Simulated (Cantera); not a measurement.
What does this Cantera script print?

```python
import numpy as np
import cantera as ct

gas_names = """
    H HNO HNO2 HNO3 HO2 H2 H2O H2O2 H2S H2SO4 N NH NH2 NH3 NH2OH NO NO2 NO3 N2 N2H2 N2H4 N2O O OH O2 O3
    S SH SN SO SO2 SO3 S2 S2O S8
""".split()
cond_names = """
    H2O(s) H2O(L) H2SO4(L) S(cr1) S(cr2) S(L)
""".split()


# ... load() reads the species with a 1 bar reference pressure and builds the phases ...
atoms = {
    'SO2': {'S': 1, 'O': 2},
    'H2': {'H': 2},
    'N2': {'N': 2},
}
top_T = {}  # K; cautious upper limits of use, not melting points


# ... equilibrate(T, P, feed) seeds the gas with the atoms and calls Mixture.equilibrate('TP', solver="vcs", rtol=1e-11, max_steps=5000) ...
results = []
T = 948.15  # K
P = 280  # Pa
for m in [0.27, 0.4, 0.58, 0.85, 1.2, 1.8, 2.7, 3.9, 5.7, 8.3]:
    feed = {'SO2': 1, 'H2': m, 'N2': 0.32}  # mol
    mix = equilibrate(T, P, feed)
    results.append((T, P, feed, dict(zip(mix.species_names, mix.species_moles))))

top = {s: max(r[3][s] / sum(r[3][g] for g in gas_names) for r in results) for s in gas_names}
cols = sorted((s for s in top if top[s] > 0.001), key=lambda s: -top[s])[:9]
seen = [c for c in cond_names if any(r[3].get(c, 0) > 1e-12 for r in results)]
print("log10 of partial pressures in bar; condensed amounts in mol")
print(f"{'n(H2)':>10s}" + "".join(f"{s[:9]:>10s}" for s in cols + seen))
for T, P, feed, n in results:
    ng = sum(n[g] for g in gas_names)
    print(f"{feed['H2']:10.4g}" + "".join(f"{np.log10(max(n[s] / ng * P / 1e5, 1e-99)):10.3f}" for s in cols)
          + "".join(f"{n.get(c, 0):10.4g}" for c in seen))
```

Result:

```
log10 of partial pressures in bar; condensed amounts in mol
     n(H2)       H2O        H2       SO2       H2S        N2        S2       S2O
      0.27    -3.312    -5.609    -2.797    -5.186    -3.230    -3.933    -5.572
       0.4    -3.170    -5.403    -2.857    -4.911    -3.257    -3.795    -5.498
      0.58    -3.046    -5.208    -2.940    -4.657    -3.291    -3.676    -5.451
      0.85    -2.932    -5.002    -3.072    -4.397    -3.338    -3.569    -5.436
       1.2    -2.843    -4.799    -3.261    -4.156    -3.392    -3.493    -5.474
       1.8    -2.763    -4.486    -3.706    -3.822    -3.470    -3.451    -5.665
       2.7    -2.767    -3.849    -5.126    -3.321    -3.559    -3.725    -6.580
       3.9    -2.880    -3.203    -7.170    -3.203    -3.676    -4.780    -8.394
       5.7    -3.032    -2.900    -8.516    -3.337    -3.828    -5.653    -9.722
       8.3    -3.187    -2.764    -9.389    -3.490    -3.983    -6.231   -10.591
```

These are equilibrium values from Cantera (NASA tables, ideal gas, pure condensed phases), not measurements of a reactor. Gases not in the tables: S3 to S7.
